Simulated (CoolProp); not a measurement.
C3F8 (R218) at 293.15 K and 6.48 MPa flows at 0.32 m/s in a round tube of 6 mm bore and 15 µm roughness, fully developed (64/Re and Nu = 3.66 if laminar; Colebrook and Gnielinski if turbulent). Each further row changes one setting.

The numbers come from the reference Helmholtz-energy equation of state, Lemmon 2006 in CoolProp. It is a short technical equation, of lower accuracy than the large ones.

| case | Reynolds number | Darcy friction factor | pressure drop (Pa/m) | heat-transfer coefficient (W/(m² K)) | mass flow (kg/h) |
|---|---|---|---|---|---|
| as stated | 12300 | … | … | … | 46.2 |
| velocity 0.64 m/s | 24600 | … | … | 1470 | … |
| diameter 12 mm | 24600 | 0.0274 | 166 | … | … |

Task: Complete the blanks.

Result: 
- as stated, Darcy friction factor: 0.0332
- as stated, pressure drop (Pa/m): 402
- as stated, heat-transfer coefficient (W/(m² K)): 758
- velocity 0.64 m/s, Darcy friction factor: 0.0298
- velocity 0.64 m/s, pressure drop (Pa/m): 1440
- velocity 0.64 m/s, mass flow (kg/h): 92.5
- diameter 12 mm, heat-transfer coefficient (W/(m² K)): 691
- diameter 12 mm, mass flow (kg/h): 185

Viscosity comes from a separate model (Huber 2003), an estimate that may be off by 10 % or more. Thermal conductivity comes from a separate model (Huber 2003), an estimate that may be off by 10 % or more.
